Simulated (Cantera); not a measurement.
A Cantera script and what it prints.

```python
import numpy as np
import cantera as ct

gas_names = """
    H HNO HNO2 HNO3 HO2 H2 H2O H2O2 N NH NH2 NH3 NH2OH NO NO2 NO3 N2 N2H2 N2H4 N2O O OH O2 O3 Si SiH
    SiH2 SiH3 SiH4 SiN SiO SiO2 Si2 Si2N Si3
""".split()
cond_names = """
    H2O(s) H2O(L) Si(cr) Si(L) SiO2(Lqz) SiO2(hqz) SiO2(L) Si2N2O(s) Si3N4(a)
""".split()


def load(file, names, dense=False):
    # The tables refer to 1 bar. Condensed volumes are neglected.
    table = {s.name: s for s in ct.Species.list_from_file(file)}
    out = []
    for n in names:
        d = dict(table[n].input_data)
        d["thermo"] = dict(d["thermo"], **{"reference-pressure": 1e5})
        if dense:
            d["equation-of-state"] = {"model": "constant-volume", "density": "1e6 g/cm^3"}
        out.append(ct.Species.from_dict(d))
    return out


gas = ct.Solution(thermo="ideal-gas", species=load("nasa_gas.yaml", gas_names))
cond = {s.name: ct.Solution(thermo="fixed-stoichiometry", species=[s], name=s.name)
        for s in load("nasa_condensed.yaml", cond_names, dense=True)}
atoms = {
    'Si3N4': {'Si': 3, 'N': 4},
    'H2O': {'H': 2, 'O': 1},
    'N2': {'N': 2},
}
top_T = {'Si2N2O(s)': 2100, 'Si3N4(a)': 2400}  # K; cautious upper limits of use, not melting points


def equilibrate(T, P, feed):
    n = {}
    for name, mol in feed.items():
        for a, k in atoms[name].items():
            n[a] = n.get(a, 0.0) + k * mol
    gas.TPX = T, P, n
    mass = sum(n.values()) * gas.mean_molecular_weight
    gas.equilibrate("TP")
    valid = [c for c in cond.values() if c.min_temp <= T <= top_T.get(c.name, c.max_temp)]
    mix = ct.Mixture([(gas, mass / gas.mean_molecular_weight)] + [(c, 0.0) for c in valid])
    mix.T, mix.P = T, P
    mix.equilibrate("TP", solver="vcs", rtol=1e-11, max_steps=5000)
    return mix


results = []
T = 1950  # K
P = 0.12  # Pa
for m in [2.2, 3, 4, 5.5, 7.5, 10, 14, 19, 26, 35, 48]:
    feed = {'Si3N4': 1, 'H2O': 0.015, 'N2': m}  # mol
    mix = equilibrate(T, P, feed)
    results.append((T, P, feed, dict(zip(mix.species_names, mix.species_moles))))

top = {s: max(r[3][s] / sum(r[3][g] for g in gas_names) for r in results) for s in gas_names}
cols = sorted((s for s in top if top[s] > 0.001), key=lambda s: -top[s])[:7]
seen = [c for c in cond_names if any(r[3].get(c, 0) > 1e-12 for r in results)]
print("log10 of partial pressures in bar; condensed amounts in mol")
print(f"{'n(N2)':>10s}" + "".join(f"{s[:9]:>10s}" for s in cols + seen))
for T, P, feed, n in results:
    ng = sum(n[g] for g in gas_names)
    print(f"{feed['N2']:10.4g}" + "".join(f"{np.log10(max(n[s] / ng * P / 1e5, 1e-99)):10.3f}" for s in cols)
          + "".join(f"{n.get(c, 0):10.4g}" for c in seen))
```

It prints:

```
log10 of partial pressures in bar; condensed amounts in mol
     n(N2)        N2        Si         H       SiO
       2.2    -6.157    -6.305    -8.306    -8.604
         3    -6.127    -6.351    -8.351    -8.649
         4    -6.098    -6.402    -8.402    -8.700
       5.5    -6.068    -6.469    -8.468    -8.767
       7.5    -6.041    -6.544    -8.544    -8.843
        10    -6.019    -6.623    -8.622    -8.922
        14    -5.996    -6.725    -8.724    -9.024
        19    -5.979    -6.827    -8.825    -9.125
        26    -5.965    -6.938    -8.936    -9.237
        35    -5.955    -7.048    -9.047    -9.347
        48    -5.946    -7.171    -9.169    -9.469
```

Equilibrium computed with Cantera from the NASA thermochemical tables; the gas is ideal and each condensed phase is pure. The tables' values for SiN are old estimates; treat these amounts as uncertain.
